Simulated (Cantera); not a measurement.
An isothermal, constant-pressure homogeneous reactor starts with H₂ : O₂ = 0.059 : 1 (molar parts), equivalence ratio 0.029, at 1423 K and 6.83 Torr.

Cantera simulation using GRI-Mech 3.0 (53 species, 325 reactions); the numbers are that mechanism's predictions, not measurements. Radical loss at walls, strong at low pressure, is not modelled. The temperature is held fixed by assumption; the heat of reaction is taken as removed at once.

x: mole fraction; the columns are a selection and need not sum to one.

```
t (s)         x H₂   x O₂    x HO₂       x H    x H₂O    x H₂O₂      x OH
--------  --------  -----  -------  --------  -------  --------  --------
7.00e-5     0.0557  0.944  8.03e-8   4.66e-8  2.14e-8  4.50e-11   5.09e-8
0.000289    0.0557  0.944  3.31e-7   4.76e-7  1.20e-6  7.22e-10   8.93e-7
0.00119     0.0470  0.937  1.11e-6   0.00181  0.00614       [?]   0.00335
0.00492    0.00102  0.897  1.33e-6   0.00665   0.0480   3.68e-8   0.00681
0.0203    0.000943  0.901  1.30e-6   0.00582   0.0488   3.63e-8   0.00656
0.0837    0.000686  0.913  1.17e-6   0.00347   0.0511   3.39e-8   0.00563
0.345     0.000238  0.932  7.31e-7  0.000671   0.0547       [?]   0.00335
1.42       2.98e-5  0.941  2.00e-7   2.88e-5   0.0566       [?]   0.00119
5.88       2.87e-6  0.942  5.61e-8   8.56e-7   0.0571       [?]  0.000370
24.2       5.08e-7  0.943  7.15e-8   6.37e-8   0.0572  7.56e-10  0.000156
100        3.98e-7  0.943  7.84e-8   4.42e-8   0.0572  6.89e-10  0.000138
```

Fill in the missing entries.


- 0.00119, x H₂O₂: 1.48e-8
- 0.345, x H₂O₂: 2.37e-8
- 1.42, x H₂O₂: 8.74e-9
- 5.88, x H₂O₂: 2.12e-9
